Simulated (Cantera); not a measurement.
Input (Python, Cantera):

```python
import numpy as np
import cantera as ct

gas = ct.Solution("gri30.yaml")
gas.TPX = 1200, 2666, {'H2': 0.35, 'O2': 1}
reactor = ct.IdealGasConstPressureReactor(gas, energy="off", clone=False)
net = ct.ReactorNet([reactor])
net.rtol, net.atol = 1e-08, 1e-18
show = ['H2', 'O2', 'H', 'H2O2', 'O', 'H2O']
times = np.geomspace(3e-06, 7, 15)

steps = ct.SolutionArray(gas, extra=["t"])
rows = []
print(f"{'t/s':>10s}{'T/K':>9s}{'P/Pa':>11s}" + "".join(f"{s:>11s}" for s in show))
for t in times:
    while net.time < t:
        t_next = net.step()
        steps.append(gas.state, t=t_next)
    rows.append([np.interp(t, steps.t, y) for y in (steps.T, steps.P, *steps(*show).X.T)])
    print(f"{t:10.3e}{rows[-1][0]:9.1f}{rows[-1][1]:11.4g}" + "".join(f"{x:11.3e}" for x in rows[-1][2:]))
rate = np.gradient(steps.T, steps.t)
print("integrator steps:", len(steps.t))
if steps.T.max() > steps.T[0] + 200:
    print(f"time of steepest temperature rise: {steps.t[rate.argmax()]:.4e} s")
gas.TPX = 1200, 2666, {'H2': 0.35, 'O2': 1}
gas.equilibrate("TP")
print(f"equilibrium (TP): T = {gas.T:.1f} K  " + "  ".join(f"{s} {gas[s].X[0]:.3e}" for s in show))
```

Output:

```
       t/s      T/K       P/Pa         H2         O2          H       H2O2          O        H2O
 3.000e-06   1200.0       2666  2.593e-01  7.407e-01  1.013e-09  6.682e-14  5.274e-11  8.081e-12
 8.550e-06   1200.0       2666  2.593e-01  7.407e-01  2.786e-09  5.416e-13  3.849e-10  1.568e-10
 2.437e-05   1200.0       2666  2.593e-01  7.407e-01  8.579e-09  4.397e-12  2.633e-09  2.634e-09
 6.945e-05   1200.0       2666  2.593e-01  7.407e-01  5.028e-08  3.575e-11  2.331e-08  4.931e-08
 1.979e-04   1200.0       2666  2.593e-01  7.407e-01  2.913e-06  3.114e-10  1.460e-06  4.322e-06
 5.642e-04   1200.0       2666  1.172e-01  6.670e-01  6.636e-02  1.036e-06  3.332e-02  1.023e-01
 1.608e-03   1200.0       2666  1.186e-02  6.346e-01  5.979e-02  8.467e-07  5.664e-02  2.264e-01
 4.583e-03   1200.0       2666  4.263e-03  6.818e-01  1.063e-02  1.140e-06  1.793e-02  2.789e-01
 1.306e-02   1200.0       2666  4.960e-04  6.995e-01  3.865e-04  7.228e-07  2.011e-03  2.955e-01
 3.722e-02   1200.0       2666  5.143e-05  7.016e-01  1.336e-05  2.576e-07  2.136e-04  2.974e-01
 1.061e-01   1200.0       2666  8.112e-06  7.020e-01  8.964e-07  8.821e-08  3.528e-05  2.977e-01
 3.024e-01   1200.0       2666  1.791e-06  7.021e-01  9.797e-08  3.134e-08  8.075e-06  2.978e-01
 8.618e-01   1200.0       2666  4.825e-07  7.021e-01  1.415e-08  1.130e-08  2.225e-06  2.978e-01
 2.456e+00   1200.0       2666  1.475e-07  7.021e-01  2.438e-09  4.140e-09  6.890e-07  2.978e-01
 7.000e+00   1200.0       2666  5.275e-08  7.021e-01  5.276e-10  1.683e-09  2.474e-07  2.979e-01
integrator steps: 1949
equilibrium (TP): T = 1200.0 K  H2 2.785e-08  O2 7.021e-01  H 2.030e-10  H2O2 9.763e-10  O 1.294e-07  H2O 2.979e-01
```

Computed with Cantera and GRI-Mech 3.0 (53 species, 325 reactions). Radical loss at walls, strong at low pressure, is not modelled. The temperature is held fixed by assumption; the heat of reaction is taken as removed at once.
